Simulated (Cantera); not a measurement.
# Gas-phase reforming

An isothermal, constant-pressure homogeneous reactor starts with 16.9 % CH₄, 83.1 % CO₂, at 1550 K and 32000 Pa.

Detailed kinetics in Cantera: GRI-Mech 3.0 (53 species, 325 reactions).

```json
[
 {"t (s)": "6.00e-5", "x CH₄": "0.169", "x CO₂": "0.831", "x H₂": "4.69e-6", "x CO": "2.89e-7", "x CH₂CO": "<1e-12", "x H₂O": "2.86e-7", "x OH": "2.51e-9"},
 {"t (s)": "0.000221", "x CH₄": "0.169", "x CO₂": "0.830", "x H₂": "1.76e-5", "x CO": "1.09e-6", "x CH₂CO": "<1e-12", "x H₂O": "1.08e-6", "x OH": "2.60e-9"},
 {"t (s)": "0.000812", "x CH₄": "0.169", "x CO₂": "0.830", "x H₂": "7.27e-5", "x CO": "4.77e-6", "x CH₂CO": "2.08e-12", "x H₂O": "4.52e-6", "x OH": "3.46e-9"},
 {"t (s)": "0.00299", "x CH₄": "0.169", "x CO₂": "0.830", "x H₂": "0.000415", "x CO": "3.34e-5", "x CH₂CO": "1.07e-10", "x H₂O": "2.76e-5", "x OH": "7.56e-9"},
 {"t (s)": "0.0110", "x CH₄": "0.165", "x CO₂": "0.829", "x H₂": "0.00331", "x CO": "0.000410", "x CH₂CO": "8.09e-9", "x H₂O": "0.000305", "x OH": "3.03e-8"},
 {"t (s)": "0.0404", "x CH₄": "0.148", "x CO₂": "0.814", "x H₂": "0.0193", "x CO": "0.00515", "x CH₂CO": "6.85e-7", "x H₂O": "0.00432", "x OH": "1.18e-7"},
 {"t (s)": "0.149", "x CH₄": "0.110", "x CO₂": "0.752", "x H₂": "0.0409", "x CO": "0.0377", "x CH₂CO": "8.83e-6", "x H₂O": "0.0344", "x OH": "3.13e-7"},
 {"t (s)": "0.546", "x CH₄": "0.0456", "x CO₂": "0.601", "x H₂": "0.0321", "x CO": "0.145", "x CH₂CO": "4.77e-5", "x H₂O": "0.128", "x OH": "9.01e-7"},
 {"t (s)": "2.01", "x CH₄": "0.00949", "x CO₂": "0.456", "x H₂": "0.0407", "x CO": "0.275", "x CH₂CO": "5.90e-5", "x H₂O": "0.178", "x OH": "1.67e-6"},
 {"t (s)": "7.39", "x CH₄": "0.00524", "x CO₂": "0.361", "x H₂": "0.0665", "x CO": "0.383", "x CH₂CO": "1.07e-5", "x H₂O": "0.174", "x OH": "1.21e-6"},
 {"t (s)": "27.2", "x CH₄": "0.000636", "x CO₂": "0.324", "x H₂": "0.0804", "x CO": "0.423", "x CH₂CO": "2.20e-7", "x H₂O": "0.172", "x OH": "1.03e-6"},
 {"t (s)": "100", "x CH₄": "6.08e-9", "x CO₂": "0.322", "x H₂": "0.0812", "x CO": "0.425", "x CH₂CO": "<1e-12", "x H₂O": "0.172", "x OH": "1.14e-6"}
]
```
x: mole fraction; the columns are a selection and need not sum to one.

Equilibrium at this temperature and pressure: CH₄ 3.27e-10, CO₂ 0.322, H₂ 0.0812, CO 0.425, CH₂CO <1e-12, H₂O 0.172, OH 1.14e-6 (gas phase only).
